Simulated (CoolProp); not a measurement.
R152A at 357.93 K and 3.74 MPa is throttled through a valve to 1.73 MPa with no heat exchange. Each further row changes one setting.

Values from CoolProp's reference Helmholtz-energy equation of state, Outcalt 1996. It is a modified Benedict-Webb-Rubin equation, recast in Helmholtz form.

| case | temperature change (K) | final phase | final density (kg/m³) |
|---|---|---|---|
| as stated | -18.6 | two-phase, vapour fraction 0.177 | 239 |
| outlet pressure 0.519 MPa | -64.4 | two-phase, vapour fraction 0.443 | 35.5 |
| outlet pressure 2.25 MPa | -6.7 | two-phase, vapour fraction 0.066 | 470 |
